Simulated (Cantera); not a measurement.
Gas mixture: 16.5 % H2, 26.7 % CO2, 29.5 % C2H4, 27.3 % CH4, at 0.188 atm, frozen composition.

Cantera's kinetic-theory transport with the Lennard-Jones parameters of GRI-Mech 3.0, ideal gas; thermal conductivity in the mixture-averaged form. The composition is frozen, though it would react at the higher temperatures.

One state of this run: ρ (kg/m³) = 0.0628; cp (J/kg/K) = 2591; μ (µPa s) = 30.9; λ (mW/m/K) = 133; Pr = 0.602; D (cm²/s) O = 11.2; D (cm²/s) NO = 7.24; D (cm²/s) OH = 11.0. D: mixture-averaged diffusion coefficient of that species in the mixture.

Problem. Which value of T (K) does it belong to?
A. 400
B. 1150
C. 900
D. 650

Solution. C, 900
